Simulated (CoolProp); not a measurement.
CF4 (R14) along the isotherm -14.75 °C: fugacity coefficient from the reference equation and from simpler models built on Tc = -45.8 °C, pc = 3762 kPa, ω = 0.178; each cubic takes its own stable root.

The numbers come from the reference Helmholtz-energy equation of state, Platzer 1990 in CoolProp. This equation is an older, rougher fit; its heat capacities, sound speeds and derivatives of the liquid may be far off and weren't checked against measurements.

```json
[
 {"p (kPa)": "3420", "phase": "gas", "reference": "0.8056", "Soave-Redlich-Kwong": "0.8088", "Peng-Robinson": "0.7862"},
 {"p (kPa)": "6840", "phase": "supercritical", "reference": "0.6334", "Soave-Redlich-Kwong": "0.6422", "Peng-Robinson": "0.6111"},
 {"p (kPa)": "10300", "phase": "supercritical", "reference": "0.5123", "Soave-Redlich-Kwong": "0.5293", "Peng-Robinson": "0.4961"},
 {"p (kPa)": "13700", "phase": "supercritical", "reference": "0.4476", "Soave-Redlich-Kwong": "0.4682", "Peng-Robinson": "0.4330"},
 {"p (kPa)": "17100", "phase": "supercritical", "reference": "0.4110", "Soave-Redlich-Kwong": "0.4332", "Peng-Robinson": "0.3956"},
 {"p (kPa)": "20500", "phase": "supercritical", "reference": "0.3897", "Soave-Redlich-Kwong": "0.4129", "Peng-Robinson": "0.3725"},
 {"p (kPa)": "23900", "phase": "supercritical", "reference": "0.3780", "Soave-Redlich-Kwong": "0.4017", "Peng-Robinson": "0.3582"},
 {"p (kPa)": "27400", "phase": "supercritical", "reference": "0.3726", "Soave-Redlich-Kwong": "0.3967", "Peng-Robinson": "0.3497"},
 {"p (kPa)": "30800", "phase": "supercritical", "reference": "0.3721", "Soave-Redlich-Kwong": "0.3964", "Peng-Robinson": "0.3456"},
 {"p (kPa)": "34200", "phase": "supercritical", "reference": "0.3753", "Soave-Redlich-Kwong": "0.3997", "Peng-Robinson": "0.3448"},
 {"p (kPa)": "37600", "phase": "supercritical", "reference": "0.3813", "Soave-Redlich-Kwong": "0.4059", "Peng-Robinson": "0.3464"}
]
```
